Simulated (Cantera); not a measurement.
A closed system holds: 1 mol Si2Cl6, 0.12 mol HCl, 7.3 mol N2, 0.66 mol Cl2, equilibrated at 650 °C and 46.0 mbar.

Equilibrium computed with Cantera from the NASA thermochemical tables; the gas is ideal and each condensed phase is pure. Candidate condensed phases: NH4Cl, Si, Si3N4; 28 gas species. The feed counts by its element totals alone. N2 is the only nitrogen source here; it is nearly inert below about 1500 K, so the nitride shown seldom forms there in practice. The tables' values for SiCl3 are old estimates; treat these amounts as uncertain. The numbers say what is thermodynamically allowed, not how fast it happens.

Base state: N2 0.787, SiCl4 0.200, HCl 0.0128, H2 0.000154, SiCl3 1.92e-5 (mole fractions); condensed: Si3N4(s).

### Question
What changes in the equilibrium state with this change: Si2Cl6 replaced by Si3H8?

### Answer
| species | before | after |
|---|---|---|
| N2 | 0.787 | 0.526 |
| H2 | 0.000154 | 0.333 |
| HCl | 0.0128 | 0.140 |
| SiCl4 | 0.200 | 0.000795 |
| SiCl3 | 1.92e-5 | 3.24e-7 |
| Si3N4(s), mol | 0.0564 | 0.997 |
